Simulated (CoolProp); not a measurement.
Properties of R1234ze(E) along the isobar 0.101 MPa (Tc = 382.5 K, pc = 3.635 MPa, ω = 0.313).

Model: reference Helmholtz-energy equation of state, Thol 2016, in CoolProp.

```tsv
T (K)	phase	density (kg/m³)	cv (kJ/(kg K))	viscosity (µPa s)	conductivity (mW/(m K))
349.9	gas	4.013	0.8833	14.5	18.1
359.9	gas	3.897	0.8979	14.9	18.9
370	gas	3.786	0.9126	15.3	19.7
380	gas	3.683	0.9270	15.7	20.6
390	gas	3.585	0.9414	16.1	21.4
400	gas	3.493	0.9557	16.5	22.2
410	gas	3.405	0.9698	16.9	23.0
420	gas	3.322	0.9838	17.3	23.9
```

Viscosity comes from a separate model (Bell 2016), an estimate that may be off by 10 % or more. Thermal conductivity comes from a separate model (Perkins 2011).
